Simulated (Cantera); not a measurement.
# Ignition delay

Mixture: H2 : O2 : N2 : H2O = 1 : 0.515 : 3.25 : 0.016 (molar parts), at 14300 Torr, adiabatic and at constant pressure. Ignition delay is the time to a rise of 400 K.

Cantera simulation using the H2/O2 subset of GRI-Mech 3.0, which has no nitrogen chemistry; the numbers are that mechanism's predictions, not measurements. The hydrogen kinetics of GRI-Mech 3.0 are dated; newer H2 mechanisms differ, most at raised pressure. The pressure lies above the range GRI-Mech 3.0 was tuned for (to about 10 atm).

| T0 (K) | delay (ms) |
|---|---|
| 1075 | 1.72 |
| 1150 | 0.396 |
| 1225 | 0.0912 |
| 1300 | 0.0170 |
| 1375 | 0.00358 |
| 1450 | 0.00176 |
